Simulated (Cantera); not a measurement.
An isothermal, constant-pressure homogeneous reactor starts with NO : N₂ = 1 : 1.7 (molar parts), at 1550 K and 750 Torr. Integrator tolerance rtol = 1e-08.

Model: GRI-Mech 3.0 (53 species, 325 reactions), integrated in Cantera.

Problem. What does this change do: pressure from 750 Torr to 188 Torr?

Solution. 
| quantity | before | after |
|---|---|---|
| x(NO) at 20.0 s | 0.294 (gas-phase equilibrium 0.00148) | 0.348 (gas-phase equilibrium 0.00148) |
| x(O₂) at 20.0 s | 0.0376 (gas-phase equilibrium 0.184) | 0.0111 (gas-phase equilibrium 0.184) |
| x(O) at 20.0 s | 1.58e-6 (gas-phase equilibrium 3.38e-6) | 1.88e-6 (gas-phase equilibrium 6.76e-6) |
| x(N₂O) at 20.0 s | 3.02e-5 (gas-phase equilibrium 9.12e-8) | 4.05e-5 (gas-phase equilibrium 4.56e-8) |
| x(NO₂) at 20.0 s | 0.000583 (gas-phase equilibrium 6.41e-6) | 0.000196 (gas-phase equilibrium 3.20e-6) |
| x(N₂) at 20.0 s | 0.668 (gas-phase equilibrium 0.814) | 0.641 (gas-phase equilibrium 0.814) |

Problem. What does this change do: NO 1 to 8.5 parts?

Solution. 
```json
[
 {"quantity": "x(NO) at 20.0 s", "before": "0.294 (gas-phase equilibrium 0.00148)", "after": "0.527 (gas-phase equilibrium 0.00188)"},
 {"quantity": "x(O₂) at 20.0 s", "before": "0.0376 (gas-phase equilibrium 0.184)", "after": "0.152 (gas-phase equilibrium 0.416)"},
 {"quantity": "x(O) at 20.0 s", "before": "1.58e-6 (gas-phase equilibrium 3.38e-6)", "after": "3.12e-6 (gas-phase equilibrium 5.08e-6)"},
 {"quantity": "x(N₂O) at 20.0 s", "before": "3.02e-5 (gas-phase equilibrium 9.12e-8)", "after": "9.55e-5 (gas-phase equilibrium 9.79e-8)"},
 {"quantity": "x(NO₂) at 20.0 s", "before": "0.000583 (gas-phase equilibrium 6.41e-6)", "after": "0.00207 (gas-phase equilibrium 1.22e-5)"},
 {"quantity": "x(N₂) at 20.0 s", "before": "0.668 (gas-phase equilibrium 0.814)", "after": "0.319 (gas-phase equilibrium 0.582)"}
]
```
